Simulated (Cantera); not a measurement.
A freely propagating, adiabatic, planar premixed flame of CO : H₂ : CH₄ : O₂ : N₂ = 1 : 0.2 : 0.1 : 0.833 : 3.13 (molar parts), unburnt at 425 K and 0.690 bar; mixture-averaged transport, grid criteria slope 0.08 and curve 0.16, no radiation.

Computed with Cantera and GRI-Mech 3.0 (53 species, 325 reactions). Burning velocities carry a grid error of a few per cent, more on coarse grids.

Problem. What does this change do: inlet temperature 425 to 348 K?

Solution. 
```json
[
 {"quantity": "laminar burning velocity", "before": "122 cm/s", "after": "87.5 cm/s"},
 {"quantity": "thermal thickness", "before": "0.699 mm", "after": "0.696 mm"},
 {"quantity": "peak x(O)", "before": "0.0131", "after": "0.0119"}
]
```

Problem. What does this change do: inlet temperature 425 to 500 K?

Solution. 
| quantity | before | after |
|---|---|---|
| laminar burning velocity | 122 cm/s | 162 cm/s |
| thermal thickness | 0.699 mm | 0.700 mm |
| peak x(O) | 0.0131 | 0.0144 |

Problem. What does this change do: 0.41 parts CO2 added?

Solution. 
| quantity | before | after |
|---|---|---|
| laminar burning velocity | 122 cm/s | 87.2 cm/s |
| thermal thickness | 0.699 mm | 0.790 mm |
| peak x(O) | 0.0131 | 0.00896 |
